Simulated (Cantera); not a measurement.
Input: 1 mol SiC, 3.8 mol H₂, at 35.0 Pa.

Cantera equilibrium calculation (NASA polynomials, part measured and part estimated; ideal gas, pure solids and liquids). Candidate condensed phases: C, C₆H₆, C₇H₈, C₈H₁₈, Si, SiC; 87 gas species. Gases not in the tables: Si₂H₆ and higher silanes. Equilibrium is a limit: real reactors are often held back by kinetics, nucleation or transport.

Q: Which condensed phases are stable at each of these points (T (K)): 1423, 1523, 1623, 1723, 1823, 1923, 2023, 2123, 2223, 2323, 2423, 2523, 2623, 2723?

A: 
```json
[
 {"T (K)": "1423", "condensed phases": "SiC(s)", "Si condensed (%)": "100.0"},
 {"T (K)": "1523", "condensed phases": "SiC(s)", "Si condensed (%)": "100.0"},
 {"T (K)": "1623", "condensed phases": "SiC(s)", "Si condensed (%)": "100.0"},
 {"T (K)": "1723", "condensed phases": "SiC(s)", "Si condensed (%)": "100.0"},
 {"T (K)": "1823", "condensed phases": "SiC(s)", "Si condensed (%)": "99.9"},
 {"T (K)": "1923", "condensed phases": "C(graphite) + SiC(s)", "Si condensed (%)": "99.2"},
 {"T (K)": "2023", "condensed phases": "C(graphite) + SiC(s)", "Si condensed (%)": "95.6"},
 {"T (K)": "2123", "condensed phases": "C(graphite) + SiC(s)", "Si condensed (%)": "79.1"},
 {"T (K)": "2223", "condensed phases": "C(graphite)", "Si condensed (%)": "0.0"},
 {"T (K)": "2323", "condensed phases": "C(graphite)", "Si condensed (%)": "0.0"},
 {"T (K)": "2423", "condensed phases": "C(graphite)", "Si condensed (%)": "0.0"},
 {"T (K)": "2523", "condensed phases": "C(graphite)", "Si condensed (%)": "0.0"},
 {"T (K)": "2623", "condensed phases": "C(graphite)", "Si condensed (%)": "0.0"},
 {"T (K)": "2723", "condensed phases": "gas only", "Si condensed (%)": "0.0"}
]
```

From 1423 K to 1823 K the condensed part is SiC(s). From 1923 K to 2123 K the condensed part is C(graphite) + SiC(s). From 2223 K to 2623 K the condensed part is C(graphite). At 2723 K nothing is condensed.
